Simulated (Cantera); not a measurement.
A Cantera script and what it prints.

```python
import numpy as np
import cantera as ct

gas_names = [...]  # 91 gases of nasa_gas.yaml made of C, Cl, H
cond_names = """
    C(gr) C6H6(L) C7H8(L) C8H18(L),n-octa
""".split()


# ... load() reads the species with a 1 bar reference pressure and builds the phases ...
atoms = {
    'CCl4': {'C': 1, 'CL': 4},
    'H2': {'H': 2},
}
top_T = {'C(gr)': 4500}  # K; cautious upper limits of use, not melting points


# ... equilibrate(T, P, feed) seeds the gas with the atoms and calls Mixture.equilibrate('TP', solver="vcs", rtol=1e-11, max_steps=5000) ...
results = []
feed = {'CCl4': 1, 'H2': 0.85}  # mol
P = 260  # Pa
for T in [1600, 1700, 1800, 1900, 2000, 2100, 2200, 2300, 2400, 2500, 2600, 2700, 2800, 2900]:
    mix = equilibrate(T, P, feed)
    results.append((T, P, feed, dict(zip(mix.species_names, mix.species_moles))))

top = {s: max(r[3][s] / sum(r[3][g] for g in gas_names) for r in results) for s in gas_names}
cols = sorted((s for s in top if top[s] > 0.001), key=lambda s: -top[s])[:6]
seen = [c for c in cond_names if any(r[3].get(c, 0) > 1e-12 for r in results)]
print("log10 of partial pressures in bar; condensed amounts in mol")
print(f"{'T/K':>10s}" + "".join(f"{s[:9]:>10s}" for s in cols + seen))
for T, P, feed, n in results:
    ng = sum(n[g] for g in gas_names)
    print(f"{T:10.4g}" + "".join(f"{np.log10(max(n[s] / ng * P / 1e5, 1e-99)):10.3f}" for s in cols)
          + "".join(f"{n.get(c, 0):10.4g}" for c in seen))
```

It prints:

```
log10 of partial pressures in bar; condensed amounts in mol
       T/K        CL       HCL         H       CL2        C3        H2     C(gr)
      1600    -2.887    -2.934    -8.678    -3.856   -15.935    -8.827         1
      1700    -2.848    -2.948    -7.872    -4.264   -14.348    -8.080         1
      1800    -2.834    -2.953    -7.127    -4.668   -12.941    -7.362         1
      1900    -2.829    -2.956    -6.450    -5.045   -11.685    -6.698         1
      2000    -2.827    -2.958    -5.837    -5.389   -10.557    -6.096         1
      2100    -2.824    -2.962    -5.284    -5.701    -9.540    -5.554         1
      2200    -2.820    -2.974    -4.790    -5.981    -8.617    -5.082    0.9999
      2300    -2.812    -3.003    -4.362    -6.228    -7.777    -4.695    0.9995
      2400    -2.798    -3.060    -4.006    -6.442    -7.008    -4.415    0.9982
      2500    -2.781    -3.156    -3.725    -6.631    -6.304    -4.250    0.9941
      2600    -2.766    -3.293    -3.514    -6.806    -5.655    -4.196    0.9803
      2700    -2.755    -3.471    -3.364    -6.976    -5.056    -4.237    0.9317
      2800    -2.753    -3.686    -3.268    -7.149    -4.501    -4.362    0.7625
      2900    -2.765    -3.943    -3.220    -7.338    -3.985    -4.562    0.1939
```

Cantera equilibrium calculation (NASA polynomials, part measured and part estimated; ideal gas, pure solids and liquids). The tables' values for CCl are old estimates; treat these amounts as uncertain.
